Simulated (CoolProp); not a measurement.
Vapour-liquid equilibrium of R125 (1) + R236EA (2) at 6.85 °C; x and y are mole fractions of (1).

Computed with CoolProp (multi-fluid Helmholtz-energy mixture model, Lemmon 2005 and Rui 2013; pair parameters Bell 2016).

```csv
x,bubble pressure (bar),y at the bubble point,dew pressure at overall composition x (bar),liquid density (mol/L)
0.05,1.402,0.282,1.091,9.815
0.15,2.110,0.559,1.207,9.941
0.25,2.808,0.697,1.349,10.06
0.35,3.499,0.782,1.528,10.19
0.45,4.191,0.839,1.761,10.30
0.55,4.887,0.882,2.076,10.41
0.65,5.596,0.916,2.523,10.51
0.75,6.322,0.944,3.205,10.60
0.85,7.074,0.968,4.347,10.66
0.95,7.864,0.990,6.498,10.71
```

No azeotrope shows between x = 0.05 and 0.95.

Pair parameters are fitted to limited data, so mixtures are less certain than the pure fluids.
